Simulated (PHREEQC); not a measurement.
Consider water at 25 °C and 300 atm with 0.012 mol HCl, 0.015 mol FeSO4 and 0.064 mol Fe2(SO4)3 per kg of water. Closed to the air; pH follows from the charge balance.

Model: ion-association model, phreeqc.dat, run in PHREEQC.

This is a speciation only: nothing precipitates in the calculation.

Estimate the pH, ionic strength.

pH 2.28; ionic strength 0.213 mol/kgw.

In which forms is Fe present?

FeSO4+ 61 %, Fe(SO4)2- 21 %, Fe+2 6.6 %, FeSO4 3.6 %, FeHSO4+2 2.1 %, Fe+3 2.0 % of the Fe.

Saturation is exceeded, for instance for Hematite (slow to form), Goethite (slow to form); the values hold only as long as no solid forms. Species that the database lacks are ignored. Under pressure, the constants of complexes without a molar volume in the database are unreliable.
